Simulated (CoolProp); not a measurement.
R507A at 382.96 K and 7.87 MPa is throttled through a valve to 4.65 MPa with no heat exchange. Each further row changes one setting.

Values from CoolProp's reference Helmholtz-energy equation of state, Lemmon 2003. It is a pseudo-pure fit of the blend.

```tsv
case	temperature change (K)	final phase	final density (kg/m³)
as stated	-22.4	supercritical	___
outlet pressure 1.4 MPa	___	___	72.4
outlet pressure 6.05 MPa	-9.7	supercritical	___
```

What belongs in the gaps?


- as stated, final density (kg/m³): 357
- outlet pressure 1.4 MPa, temperature change (K): -76.1
- outlet pressure 1.4 MPa, final phase: gas
- outlet pressure 6.05 MPa, final density (kg/m³): 476
